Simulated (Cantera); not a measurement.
A freely propagating, adiabatic, planar premixed flame of H₂ : O₂ : N₂ : H₂O = 1 : 0.217 : 0.817 : 0.0057 (molar parts), equivalence ratio 2.3, unburnt at 625 K and 10.0 bar; mixture-averaged transport, grid criteria slope 0.08 and curve 0.16, no radiation.

Model: the H2/O2 subset of GRI-Mech 3.0, which has no nitrogen chemistry, integrated in Cantera. The hydrogen kinetics of GRI-Mech 3.0 are dated; newer H2 mechanisms differ, most at raised pressure. Burning velocities carry a grid error of a few per cent, more on coarse grids.

**Question.** Predict: laminar burning velocity; thermal thickness; peak x(H); peak x(HO₂); peak x(H₂O₂); peak x(O).

**Answer.** 
- laminar burning velocity: 846 cm/s
- thermal thickness: 0.0255 mm
- peak x(H): 0.0390
- peak x(HO₂): 0.00121
- peak x(H₂O₂): 7.85e-5
- peak x(O): 0.00137
